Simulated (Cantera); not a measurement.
Input (Python, Cantera):

```python
import numpy as np
import cantera as ct

gas = ct.Solution("gri30.yaml")
gas.TPX = 2050, 100000, {'CH4': 1, 'H2O': 0.39}
inlet = ct.Reservoir(gas, clone=True)

reactor = ct.IdealGasConstPressureReactor(gas, energy="off", clone=False)
exhaust = ct.Reservoir(gas, clone=True)
tau = [15, 3.1, 0.66, 0.14, 0.03, 0.0063, 0.0013, 0.00028][0]
for a, b in ((inlet, reactor), (reactor, exhaust)):
    ct.MassFlowController(a, b, mdot=lambda t: reactor.mass / tau)
net = ct.ReactorNet([reactor])
show = ['CH4', 'H2O', 'C2H6', 'CH2CO', 'CH2', 'CH3']

rows = []
print(f"{'tau/s':>10s}{'T/K':>9s}" + "".join(f"{s:>11s}" for s in show))
for tau in [15, 3.1, 0.66, 0.14, 0.03, 0.0063, 0.0013, 0.00028]:
    net.initial_time = 0.0
    net.advance(30 * tau)
    before = gas.X
    net.advance(40 * tau)
    drift = np.max(np.abs(gas.X - before) / (gas.X + 1e-9))
    rows.append([gas.T, *gas[show].X, drift])
    print(f"{tau:10.3e}{gas.T:9.1f}" + "".join(f"{x:11.3e}" for x in gas[show].X))
```

Output:

```
     tau/s      T/K        CH4        H2O       C2H6      CH2CO        CH2        CH3
 1.500e+01   2050.0  2.627e-03  1.397e-04  1.424e-07  3.002e-07  4.794e-07  1.358e-04
 3.100e+00   2050.0  3.312e-03  6.674e-04  2.030e-07  6.154e-07  6.052e-07  1.711e-04
 6.600e-01   2050.0  5.445e-03  3.032e-03  4.817e-07  1.950e-06  9.974e-07  2.810e-04
 1.400e-01   2050.0  1.067e-02  1.263e-02  1.740e-06  7.238e-06  1.959e-06  5.498e-04
 3.000e-02   2050.0  2.165e-02  4.114e-02  7.097e-06  2.453e-05  3.943e-06  1.115e-03
 6.300e-03   2050.0  4.445e-02  9.371e-02  3.003e-05  6.352e-05  7.546e-06  2.279e-03
 1.300e-03   2050.0  9.408e-02  1.484e-01  1.307e-04  1.066e-04  1.297e-05  4.680e-03
 2.800e-04   2050.0  1.938e-01  1.874e-01  5.136e-04  1.156e-04  1.998e-05  9.092e-03
```

Computed with Cantera and GRI-Mech 3.0 (53 species, 325 reactions). GRI-Mech 3.0 stops at C3 and has no aromatics, soot or wall deposition, so with more carbon than oxygen in the feed, carbon stays in small species such as C2H2 where larger ones or solid carbon would form.
